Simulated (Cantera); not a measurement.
**Diamond growth**

A diamond (100) surface in a fixed gas of H2 with x(CH4) = 0.015, x(H) = 0.0066, x(CH3) = 0.001, at 1300 K; coverages are run to steady state.

Model: the Harris–Goodwin 1993 mechanism for the reconstructed diamond (100) surface, integrated in Cantera.

```json
[
 {"P (Pa)": "950", "growth (µm/h)": "1.35", "θ c6HH": "0.383", "θ c6H*": "0.0489", "θ c6*H": "0.523", "θ c6**": "0.0425", "θ c6HM": "0.000442"},
 {"P (Pa)": "1600", "growth (µm/h)": "2.56", "θ c6HH": "0.383", "θ c6H*": "0.0489", "θ c6*H": "0.522", "θ c6**": "0.0424", "θ c6HM": "0.000747"},
 {"P (Pa)": "2600", "growth (µm/h)": "4.76", "θ c6HH": "0.382", "θ c6H*": "0.0489", "θ c6*H": "0.522", "θ c6**": "0.0424", "θ c6HM": "0.00120"},
 {"P (Pa)": "4400", "growth (µm/h)": "9.65", "θ c6HH": "0.382", "θ c6H*": "0.0488", "θ c6*H": "0.521", "θ c6**": "0.0423", "θ c6HM": "0.00198"},
 {"P (Pa)": "7400", "growth (µm/h)": "20.2", "θ c6HH": "0.381", "θ c6H*": "0.0488", "θ c6*H": "0.520", "θ c6**": "0.0422", "θ c6HM": "0.00318"},
 {"P (Pa)": "12000", "growth (µm/h)": "41.3", "θ c6HH": "0.380", "θ c6H*": "0.0487", "θ c6*H": "0.518", "θ c6**": "0.0421", "θ c6HM": "0.00481"},
 {"P (Pa)": "20000", "growth (µm/h)": "89.3", "θ c6HH": "0.379", "θ c6H*": "0.0486", "θ c6*H": "0.516", "θ c6**": "0.0419", "θ c6HM": "0.00715"},
 {"P (Pa)": "34000", "growth (µm/h)": "197", "θ c6HH": "0.377", "θ c6H*": "0.0484", "θ c6*H": "0.512", "θ c6**": "0.0417", "θ c6HM": "0.0102"}
]
```
θ: site fractions in the mechanism's names (c6HH fully hydrogenated, c6H* and c6*H radical sites, c6** diradical, c6HM methylated).
